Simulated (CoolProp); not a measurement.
Vapour-liquid equilibrium of hydrogen chloride (1) + propane (2) at 11.9 bar; x and y are mole fractions of (1).

Computed with CoolProp (multi-fluid Helmholtz-energy mixture model, Thol 2018 and Lemmon 2009; pair parameters Bell 2016).

### Question
Give the bubble temperature and the first vapour's composition at x = 0.35, 0.65, 0.95. Is there an azeotrope?

### Answer
x = 0.35: 262.1 K, y = 0.758; x = 0.65: 252.3 K, y = 0.870; x = 0.95: 246.9 K, y = 0.972. No azeotrope shows between x = 0.05 and 0.95.

The pair parameters rest on a limited set of measurements; away from them the model extrapolates.
